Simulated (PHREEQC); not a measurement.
Make-up at 25 °C: 0.003 mol HF, 0.01 mol NaHF2 and 0.0011 mol H2SO4 per kg of water. Closed to the air; pH follows from the charge balance.

Computed with PHREEQC (ion-association model, phreeqc.dat).

```json
{
  "pH": "2.94",
  "ionic_strength": "0.0122 mol/kgw",
  "specific_conductance": "1450 µS/cm",
  "total_alkalinity": "-15.2 meq/kg"
}
```

| species | molality | activity | log γ |
|---|---|---|---|
| HF | 0.0134 | 0.0134 | 0.001 |
| Na+ | 0.00993 | 0.00889 | -0.048 |
| F- | 0.00867 | 0.00773 | -0.050 |
| H+ | 0.00128 | 0.00116 | -0.042 |
| SO4-2 | 0.000988 | 0.000636 | -0.191 |
| HF2- | 0.000446 | 0.000398 | -0.049 |
| HSO4- | 8.02e-5 | 7.17e-5 | -0.049 |

This is a speciation only: nothing precipitates in the calculation.
